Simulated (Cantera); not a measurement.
Cantera run, input and output.

```python
import numpy as np
import cantera as ct

gas = ct.Solution("gri30.yaml")
gas.TPX = 2375, 6900, {'CH4': 0.035, 'H2': 1, 'H': 0.0032}
reactor = ct.IdealGasConstPressureReactor(gas, energy="off", clone=False)
net = ct.ReactorNet([reactor])
net.rtol, net.atol = 1e-08, 1e-18
show = ['CH4', 'H2', 'H', 'C2H', 'C2H2', 'CH3']
times = np.geomspace(3e-05, 100, 10)

steps = ct.SolutionArray(gas, extra=["t"])
rows = []
print(f"{'t/s':>10s}{'T/K':>9s}{'P/Pa':>11s}" + "".join(f"{s:>11s}" for s in show))
for t in times:
    while net.time < t:
        t_next = net.step()
        steps.append(gas.state, t=t_next)
    rows.append([np.interp(t, steps.t, y) for y in (steps.T, steps.P, *steps(*show).X.T)])
    print(f"{t:10.3e}{rows[-1][0]:9.1f}{rows[-1][1]:11.4g}" + "".join(f"{x:11.3e}" for x in rows[-1][2:]))
rate = np.gradient(steps.T, steps.t)
print("integrator steps:", len(steps.t))
if steps.T.max() > steps.T[0] + 200:
    print(f"time of steepest temperature rise: {steps.t[rate.argmax()]:.4e} s")
gas.TPX = 2375, 6900, {'CH4': 0.035, 'H2': 1, 'H': 0.0032}
gas.equilibrate("TP")
print(f"equilibrium (TP): T = {gas.T:.1f} K  " + "  ".join(f"{s} {gas[s].X[0]:.3e}" for s in show))
```

Result:

```
       t/s      T/K       P/Pa        CH4         H2          H        C2H       C2H2        CH3
 3.000e-05   2375.0       6900  3.135e-02  9.627e-01  3.679e-03  1.603e-09  7.798e-06  2.227e-03
 1.592e-04   2375.0       6900  2.618e-02  9.569e-01  1.059e-02  4.308e-07  7.195e-04  5.320e-03
 8.446e-04   2375.0       6900  8.013e-03  9.560e-01  2.193e-02  1.300e-05  1.047e-02  3.373e-03
 4.481e-03   2375.0       6900  5.808e-04  9.515e-01  3.191e-02  2.826e-05  1.557e-02  3.589e-04
 2.378e-02   2375.0       6900  4.433e-05  9.401e-01  4.393e-02  4.019e-05  1.589e-02  3.811e-05
 1.262e-01   2375.0       6900  1.832e-05  9.320e-01  5.208e-02  4.790e-05  1.584e-02  1.881e-05
 6.694e-01   2375.0       6900  1.820e-05  9.319e-01  5.222e-02  4.803e-05  1.583e-02  1.874e-05
 3.552e+00   2375.0       6900  1.820e-05  9.319e-01  5.222e-02  4.803e-05  1.583e-02  1.874e-05
 1.885e+01   2375.0       6900  1.820e-05  9.319e-01  5.222e-02  4.803e-05  1.583e-02  1.874e-05
 1.000e+02   2375.0       6900  1.820e-05  9.319e-01  5.222e-02  4.803e-05  1.583e-02  1.874e-05
integrator steps: 1342
equilibrium (TP): T = 2375.0 K  CH4 1.836e-05  H2 9.319e-01  H 5.222e-02  C2H 4.803e-05  C2H2 1.583e-02  CH3 1.891e-05
```

Detailed kinetics in Cantera: GRI-Mech 3.0 (53 species, 325 reactions). GRI-Mech 3.0 stops at C3 and has no aromatics, soot or wall deposition, so with more carbon than oxygen in the feed, carbon stays in small species such as C2H2 where larger ones or solid carbon would form.
